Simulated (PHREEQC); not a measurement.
PHREEQC input (ion-association model, wateq4f.dat):

```
SOLUTION_MASTER_SPECIES
  An  An-  0  An  62.0  # stands for a non-complexing anion
SOLUTION_SPECIES
  An- = An-
    -log_k 0
    -gamma 3.0 0
PHASES
  Fix_H+
    H+ = H+
    -log_k 0
SOLUTION 1
  temp 25
  units mmol/kgw
  pH 7 charge
  Na 50
  An 50
END
SELECTED_OUTPUT 1
  -reset false
  -pH true
  -pe true
  -ionic_strength true
  -water true
  -totals Na
  -molalities Hfo_wOH Hfo_wOH2+ Hfo_wO- Hfo_sOH Hfo_sOH2+ Hfo_sO-
USER_PUNCH 1
  -headings sigma psi
  10 PUNCH EDL("sigma", "Hfo"), EDL("psi", "Hfo")
PRINT
  -reset false
USE solution 1
SURFACE 1
  Hfo_wOH 0.000150562 600 0.067
  Hfo_sOH 3.76404e-06
EQUILIBRIUM_PHASES 1
  Fix_H+ -4 HAn 10
    -force_equality true
  O2(g) -0.68 10
END
# ... the last block is repeated for the other 16 points of pH, with NaOH or the acid as the point needs
```

Selected output (columns that matter, 17 of 17 rows; pH added in front):

```
pH	mu	Na	m_Hfo_wOH	m_Hfo_wOH2+	m_Hfo_wO-	m_Hfo_sOH	m_Hfo_sOH2+	m_Hfo_sO-	sigma	psi
4	0.050178	0.05	3.0785e-05	0.00011959	1.8154e-07	7.6964e-07	2.9899e-06	4.5386e-09	0.2938	0.15976
4.38	0.050101	0.05	4.7043e-05	0.00010303	4.9209e-07	1.1761e-06	2.5757e-06	1.2302e-08	0.25227	0.152
4.75	0.050064	0.05	6.3449e-05	8.6042e-05	1.0719e-06	1.5862e-06	2.151e-06	2.6796e-08	0.20905	0.14243
5.12	0.050044	0.05	7.8395e-05	7.016e-05	2.0068e-06	1.9599e-06	1.754e-06	5.0169e-08	0.16768	0.13122
5.5	0.050031	0.05	9.1023e-05	5.6159e-05	3.3798e-06	2.2756e-06	1.404e-06	8.4494e-08	0.12985	0.1183
5.88	0.050022	0.05	0.00010051	4.49e-05	5.1542e-06	2.5127e-06	1.1225e-06	1.2885e-07	0.097788	0.10411
6.25	0.050016	0.05	0.00010691	3.647e-05	7.1799e-06	2.6728e-06	9.1174e-07	1.795e-07	0.072063	0.089154
6.62	0.050011	0.05	0.00011102	3.0185e-05	9.3549e-06	2.7756e-06	7.5461e-07	2.3387e-07	0.051248	0.073095
7	0.050007	0.05	0.0001135	2.5483e-05	1.158e-05	2.8375e-06	6.3708e-07	2.8951e-07	0.034205	0.055532
7.38	0.050004	0.05	0.00011481	2.2061e-05	1.3688e-05	2.8703e-06	5.5153e-07	3.422e-07	0.020601	0.037053
7.75	0.050002	0.05	0.00011541	1.953e-05	1.5623e-05	2.8852e-06	4.8825e-07	3.9058e-07	0.0096123	0.018429
8.12	0.050002	0.050002	0.00011558	1.744e-05	1.7546e-05	2.8894e-06	4.36e-07	4.3866e-07	-0.00026209	-0.00051334
8.5	0.050006	0.050008	0.00011538	1.5469e-05	1.9715e-05	2.8845e-06	3.8672e-07	4.9287e-07	-0.010447	-0.019955
8.88	0.050014	0.050018	0.00011471	1.3473e-05	2.2376e-05	2.8678e-06	3.3682e-07	5.5939e-07	-0.021905	-0.039033
9.25	0.050029	0.050037	0.00011335	1.1407e-05	2.5803e-05	2.8338e-06	2.8518e-07	6.4508e-07	-0.035419	-0.056953
9.62	0.050062	0.050073	0.00011085	9.2338e-06	3.0483e-05	2.7711e-06	2.3085e-07	7.6207e-07	-0.05228	-0.073984
10	0.050139	0.050154	0.00010647	7.0022e-06	3.7088e-05	2.6618e-06	1.7506e-07	9.272e-07	-0.074021	-0.090391
```
